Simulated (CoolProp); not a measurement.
Fluorine along the isotherm -168.95 °C: fugacity coefficient from the reference equation and from simpler models built on Tc = -128.7 °C, pc = 5.240 MPa, ω = 0.045; each cubic takes its own stable root.

Computed with CoolProp (reference Helmholtz-energy equation of state, de Reuck 1990).

```json
[
 {"p (MPa)": "0.0414", "phase": "gas", "reference": "0.9928"},
 {"p (MPa)": "0.0785", "phase": "gas", "reference": "0.9863"},
 {"p (MPa)": "0.149", "phase": "gas", "reference": "0.9741"},
 {"p (MPa)": "0.282", "phase": "gas", "reference": "0.9511"},
 {"p (MPa)": "0.535", "phase": "gas", "reference": "0.9077"},
 {"p (MPa)": "1.01", "phase": "liquid", "reference": "0.5334"},
 {"p (MPa)": "1.92", "phase": "liquid", "reference": "0.2889"},
 {"p (MPa)": "3.64", "phase": "liquid", "reference": "0.1611"},
 {"p (MPa)": "6.91", "phase": "liquid", "reference": "0.09416"},
 {"p (MPa)": "13.1", "phase": "liquid", "reference": "0.06033"}
]
```

Task: How far does each simpler model (Redlich-Kwong, Soave-Redlich-Kwong) lie from the reference over these 10 states: mean and median of the absolute difference, and the worst?

Result: 
- Redlich-Kwong: mean 0.3 %, median 0.4 %, worst +0.7 % at -168.95 °C and 0.535 MPa
- Soave-Redlich-Kwong: mean 1.2 %, median 1.4 %, worst +2.2 % at -168.95 °C and 13.1 MPa
